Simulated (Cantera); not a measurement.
Charge: 1 mol c-C4F8, 0.024 mol F2.

Cantera equilibrium calculation (NASA polynomials, part measured and part estimated; ideal gas, pure solids and liquids). Candidate condensed phases: C; 13 gas species. The feed counts by its element totals alone. The numbers say what is thermodynamically allowed, not how fast it happens.

Task: What condenses at these points (T in K, P in Pa): (2775, 320); (2975, 10); (2875, 3200); (2375, 3.2); (2975, 1)?

Result: 
```csv
T (K),P in Pa,condensed phases,C condensed (%)
2775,320,C,73.7
2975,10,gas only,0.0
2875,3200,C,54.3
2375,3.2,C,92.6
2975,1,gas only,0.0
```
